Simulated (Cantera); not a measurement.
A perfectly stirred reactor is fed with CH₄ : H₂ : H = 0.015 : 1 : 0.014 (molar parts), at 27.8 Torr; it is held at 1500 K, and followed from long to short residence time.

Computed with Cantera and GRI-Mech 3.0 (53 species, 325 reactions). GRI-Mech 3.0 stops at C3 and has no aromatics, soot or wall deposition, so with more carbon than oxygen in the feed, carbon stays in small species such as C2H2 where larger ones or solid carbon would form. Radical loss at walls, strong at low pressure, is not modelled.

Problem. What does this change do: CH4 0.015 to 0.0072 parts?

Solution. 
```tsv
quantity	before	after
x(CH₄) at τ = 5.20 s	0.0106	0.00519
x(H₂) at τ = 5.20 s	0.987	0.994
x(H) at τ = 5.20 s	0.000210	0.000300
x(CH₃) at τ = 5.20 s	4.54e-5	3.16e-5
x(C₂H₄) at τ = 5.20 s	2.79e-5	1.19e-5
x(CH₄) at τ = 43.0 ms	0.0124	0.00595
x(H₂) at τ = 43.0 ms	0.985	0.991
x(H) at τ = 43.0 ms	0.00172	0.00259
x(CH₃) at τ = 43.0 ms	0.000435	0.000311
x(C₂H₄) at τ = 43.0 ms	5.25e-5	1.65e-5
```
